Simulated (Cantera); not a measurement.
Input (Python, Cantera):

```python
import numpy as np
import cantera as ct

gas = ct.Solution("gri30.yaml")
gas.TPX = 1098, 2500, {'H2': 0.0011, 'O2': 1}
reactor = ct.IdealGasConstPressureReactor(gas, energy="off", clone=False)
net = ct.ReactorNet([reactor])
net.rtol, net.atol = 1e-08, 1e-18
show = ['H2', 'O2', 'O', 'H2O', 'HO2']
times = np.geomspace(0.0001, 10, 12)

steps = ct.SolutionArray(gas, extra=["t"])
rows = []
print(f"{'t/s':>10s}{'T/K':>9s}{'P/Pa':>11s}" + "".join(f"{s:>11s}" for s in show))
for t in times:
    while net.time < t:
        t_next = net.step()
        steps.append(gas.state, t=t_next)
    rows.append([np.interp(t, steps.t, y) for y in (steps.T, steps.P, *steps(*show).X.T)])
    print(f"{t:10.3e}{rows[-1][0]:9.1f}{rows[-1][1]:11.4g}" + "".join(f"{x:11.3e}" for x in rows[-1][2:]))
rate = np.gradient(steps.T, steps.t)
print("integrator steps:", len(steps.t))
if steps.T.max() > steps.T[0] + 200:
    print(f"time of steepest temperature rise: {steps.t[rate.argmax()]:.4e} s")
gas.TPX = 1098, 2500, {'H2': 0.0011, 'O2': 1}
gas.equilibrate("TP")
print(f"equilibrium (TP): T = {gas.T:.1f} K  " + "  ".join(f"{s} {gas[s].X[0]:.3e}" for s in show))
```

Result:

```
       t/s      T/K       P/Pa         H2         O2          O        H2O        HO2
 1.000e-04   1098.0       2500  1.099e-03  9.989e-01  1.498e-11  3.087e-13  2.304e-11
 2.848e-04   1098.0       2500  1.099e-03  9.989e-01  5.880e-11  3.755e-12  6.578e-11
 8.111e-04   1098.0       2500  1.099e-03  9.989e-01  2.081e-10  3.722e-11  1.878e-10
 2.310e-03   1098.0       2500  1.099e-03  9.989e-01  8.590e-10  3.639e-10  5.380e-10
 6.579e-03   1098.0       2500  1.099e-03  9.989e-01  6.295e-09  4.977e-09  1.581e-09
 1.874e-02   1098.0       2500  1.098e-03  9.989e-01  3.750e-07  3.817e-07  9.110e-09
 5.337e-02   1098.0       2500  1.306e-04  9.981e-01  7.595e-04  8.790e-04  7.655e-07
 1.520e-01   1098.0       2500  4.630e-07  9.982e-01  6.297e-04  1.071e-03  2.704e-07
 4.329e-01   1098.0       2500  2.161e-07  9.986e-01  3.007e-04  1.080e-03  1.829e-07
 1.233e+00   1098.0       2500  6.014e-08  9.988e-01  8.577e-05  1.090e-03  9.069e-08
 3.511e+00   1098.0       2500  1.112e-08  9.989e-01  1.651e-05  1.095e-03  3.262e-08
 1.000e+01   1098.0       2500  1.797e-09  9.989e-01  2.777e-06  1.098e-03  9.047e-09
integrator steps: 1159
equilibrium (TP): T = 1098.0 K  H2 8.782e-12  O2 9.989e-01  O 1.510e-08  H2O 1.099e-03  HO2 5.214e-10
```

Model: GRI-Mech 3.0 (53 species, 325 reactions), integrated in Cantera. Radical loss at walls, strong at low pressure, is not modelled.
